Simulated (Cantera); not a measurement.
An isothermal, constant-pressure homogeneous reactor starts with CH₄ : H₂ : N₂ = 0.046 : 1 : 0.001 (molar parts), at 1273 K and 6000 Pa. Integrator tolerance rtol = 1e-08.

Computed with Cantera and GRI-Mech 3.0 (53 species, 325 reactions). GRI-Mech 3.0 stops at C3 and has no aromatics, soot or wall deposition, so with more carbon than oxygen in the feed, carbon stays in small species such as C2H2 where larger ones or solid carbon would form.

Q: What does this change do: temperature 1273 to 2325 K?

A: 
```csv
quantity,before,after
x(CH₄) at 1.00 s,0.0439 (gas-phase equilibrium 0.0383),2.24e-5 (gas-phase equilibrium 2.22e-5)
x(H₂) at 1.00 s,0.955 (gas-phase equilibrium 0.958),0.935 (gas-phase equilibrium 0.935)
x(C₂H₆) at 1.00 s,5.31e-7 (gas-phase equilibrium 1.80e-6),1.40e-11 (gas-phase equilibrium 1.38e-11)
x(C₂H₄) at 1.00 s,1.41e-6 (gas-phase equilibrium 0.000471),1.62e-6 (gas-phase equilibrium 1.57e-6)
x(C₂H) at 1.00 s,<1e-12 (gas-phase equilibrium 2.13e-12),4.60e-5 (gas-phase equilibrium 4.44e-5)
x(H) at 1.00 s,2.26e-6 (gas-phase equilibrium 2.87e-6),0.0437 (gas-phase equilibrium 0.0437)
```
